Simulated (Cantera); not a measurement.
Charge: 1 mol Al2O3, 0.12 mol Cl2, held at 1675 K and 1000 Pa.

Equilibrium computed with Cantera from the NASA thermochemical tables; the gas is ideal and each condensed phase is pure. Candidate condensed phases: Al, AlCl3, Al2O3; 17 gas species. Rates play no part.

Base state: Cl 0.760, Cl2 0.204, AlCl3 0.0207, O2 0.0154, ClO 0.000189, O 4.24e-5 (mole fractions); condensed: Al2O3(s).

Problem. What changes in the equilibrium state with this change: temperature from 1675 K to 1048 K?

Solution. 
| species | before | after |
|---|---|---|
| Cl2 | 0.204 | 0.992 |
| Cl | 0.760 | 0.00768 |
| AlCl3 | 0.0207 | 0.000196 |
| O2 | 0.0154 | 0.000147 |
| O | 4.24e-5 | <1e-9 |
| ClO | 0.000189 | 5.10e-7 |
| Al2O3(s), mol | 0.998 | 1.000 |

Problem. What changes in the equilibrium state with this change: temperature from 1675 K to 1073 K?

Solution. 
| species | before | after |
|---|---|---|
| Cl2 | 0.204 | 0.989 |
| Cl | 0.760 | 0.0107 |
| AlCl3 | 0.0207 | 0.000285 |
| O2 | 0.0154 | 0.000213 |
| O | 4.24e-5 | <1e-9 |
| ClO | 0.000189 | 8.07e-7 |
| Al2O3(s), mol | 0.998 | 1.000 |
